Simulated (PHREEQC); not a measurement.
Solution A (0.025 mol/kgw NaOH, 4.4e-05 mol/kgw CO2 and 0.00021 mol/kgw Na2CO3) is mixed with solution B (0.051 mol CuCl2 and 0.0077 mol HCl per kg of water) at 25 °C; shares are by mass of water, 1 kg in all. Oxygen alone is held at its pressure in air (log pO2 = -0.68). No CO2 enters from the air. Only these solids could form: Cu(OH)2, Malachite, Atacamite, Halite, Nahcolite, Natron.

All values are PHREEQC results (ion-association model, wateq4f.dat), not measurements.

### Question
Predict pH, Cu(OH)2 (mol) at share of solution B = 0.2, 0.3.

### Answer
```csv
share of solution B,pH,Cu(OH)2 (mol)
0.2,8.18,0.00657
0.3,4.72,0
```

The database's constant for dissolved Cu(OH)2 is higher than later reviews accept.
